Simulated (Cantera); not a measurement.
**Hydrocarbon pyrolysis for carbon deposition**

An isothermal, constant-pressure homogeneous reactor starts with 0.552 % CH4, 99.4 % N2, at 1925 K and 0.420 Torr.

Cantera simulation using GRI-Mech 3.0 (53 species, 325 reactions); the numbers are that mechanism's predictions, not measurements. GRI-Mech 3.0 stops at C3 and has no aromatics, soot or wall deposition, so with more carbon than oxygen in the feed, carbon stays in small species such as C2H2 where larger ones or solid carbon would form. Radical loss at walls, strong at low pressure, is not modelled.

```tsv
t (s)	x CH4	x CH3	x H	x HCN	x C2H6	x H2
0.000100	0.00552	6.63e-8	6.52e-8	<1e-12	<1e-12	5.22e-10
0.000256	0.00552	1.72e-7	1.65e-7	<1e-12	<1e-12	3.35e-9
0.000656	0.00552	4.53e-7	4.10e-7	<1e-12	<1e-12	2.15e-8
0.00168	0.00552	1.24e-6	9.71e-7	<1e-12	<1e-12	1.34e-7
0.00431	0.00552	3.60e-6	2.06e-6	<1e-12	<1e-12	7.74e-7
0.0110	0.00551	1.10e-5	3.45e-6	3.82e-12	1.59e-12	3.81e-6
0.0283	0.00549	3.29e-5	4.16e-6	4.56e-11	1.91e-11	1.44e-5
0.0725	0.00543	8.97e-5	4.47e-6	6.44e-10	1.62e-10	4.41e-5
0.186	0.00527	0.000229	6.51e-6	1.07e-8	1.12e-9	0.000138
0.476	0.00466	0.000509	2.00e-5	2.40e-7	5.99e-9	0.000690
1.22	0.00248	0.000541	7.09e-5	5.57e-6	9.33e-9	0.00383
3.12	0.000641	0.000188	0.000117	3.01e-5	1.42e-9	0.00702
8.00	0.000111	4.50e-5	0.000166	7.22e-5	8.42e-11	0.00794
```
x: mole fraction; the columns are a selection and need not sum to one.

Equilibrium at this temperature and pressure: CH4 5.90e-11, CH3 5.88e-10, H 0.00331, HCN 0.00531, C2H6 <1e-12, H2 0.00660 (gas phase only).
